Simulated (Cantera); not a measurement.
A Cantera script and what it prints.

```python
import numpy as np
import cantera as ct

gas_names = """
    F F2 H HF H2 H2F2 H3F3 H4F4 H5F5 H6F6 H7F7 Si SiF SiF2 SiF3 SiF4 SiH SiHF3 SiH2 SiH2F2 SiH3 SiH3F
    SiH4 Si2 Si3
""".split()
cond_names = """
    Si(cr) Si(L)
""".split()


# ... load() reads the species with a 1 bar reference pressure and builds the phases ...
atoms = {
    'Si': {'Si': 1},
    'HF': {'H': 1, 'F': 1},
}
top_T = {}  # K; cautious upper limits of use, not melting points


# ... equilibrate(T, P, feed) seeds the gas with the atoms and calls Mixture.equilibrate('TP', solver="vcs", rtol=1e-11, max_steps=5000) ...
results = []
feed = {'Si': 1, 'HF': 3.2}  # mol
T = 1300  # K
P = 5000  # Pa
mix = equilibrate(T, P, feed)
results.append((T, P, feed, dict(zip(mix.species_names, mix.species_moles))))
x = sorted(zip(gas.X, gas.species_names), reverse=True)
print(f"T = {T:g} K  P = {P:g} Pa  gas = {mix.phase_moles(0):.4g} mol")
print("   x: " + "  ".join(f"{s} {v:.3e}" for v, s in x if v > 0.0001))
print("   condensed (mol): " + ("  ".join(f"{mix.phase(i).name} {mix.phase_moles(i):.4g}"
      for i in range(1, mix.n_phases) if mix.phase_moles(i) > 1e-12) or "none"))
```

Result:

```
T = 1300 K  P = 5000 Pa  gas = 2.399 mol
   x: H2 6.562e-01  SiF4 3.055e-01  SiHF3 1.921e-02  SiF3 1.679e-02  HF 9.728e-04  SiF2 7.872e-04  SiH2F2 5.760e-04
   condensed (mol): Si(cr) 0.1773
```

These are equilibrium values from Cantera (NASA tables, ideal gas, pure condensed phases), not measurements of a reactor. The tables' values for SiF3, SiF2 are old estimates; treat these amounts as uncertain.
